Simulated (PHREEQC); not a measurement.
0.98 g of hydrous ferric oxide (600 m²/g; 0.2 weak and 0.005 strong sites per Fe, Dzombak-Morel constants, diffuse double layer) in 1 kg of water with 0.05 mol/kgw of an inert sodium salt and 6.5e-06 mol CaCl2 and 3.8e-05 mol Ag2SO4, at 25 °C; the pH is set by adding NaOH or the inert anion's acid. Oxygen alone is held at its pressure in air (log pO2 = -0.68). No CO2 enters from the air. Nothing may precipitate in this run.

Base run: PHREEQC, ion-association model, wateq4f.dat. Each further column changes one thing. The table gives Ag sorbed (%).

| pH | base | no electrostatic term (-no_edl) | background salt from 0.05 to 0.005 mol/kgw | oxide from 0.98 to 4.9 g/kgw | 0.00029 mol/kgw NaF added |
|---|---|---|---|---|---|
| 4 | 0.2 | 0.0 | 0.4 | 0.8 | 0.1 |
| 5 | 3.7 | 0.0 | 5.6 | 16.4 | 3.3 |
| 5.5 | 11.8 | 0.4 | 14.8 | 41.8 | ? |
| 6 | 26.8 | ? | 29.9 | 70.2 | 25.8 |
| 7 | 59.3 | 48.8 | 60.7 | 96.0 | ? |
| 8 | 81.0 | 80.8 | 81.9 | 99.6 | 80.9 |
| 8.5 | 90.1 | 89.7 | 90.8 | 99.9 | 90.0 |
| 9 | 96.0 | ? | ? | 100.0 | 96.0 |
| 10 | 99.5 | 96.2 | 99.6 | 100.0 | 99.5 |

Question: Fill in the missing entries.

Answer: 
- 5.5, 0.00029 mol/kgw NaF added: 10.9
- 6, no electrostatic term (-no_edl): 3.8
- 7, 0.00029 mol/kgw NaF added: 59.0
- 9, no electrostatic term (-no_edl): 94.0
- 9, background salt from 0.05 to 0.005 mol/kgw: 96.4

In at least one series the solution becomes supersaturated in solids that the run did not let form, among them Cerargyrite.
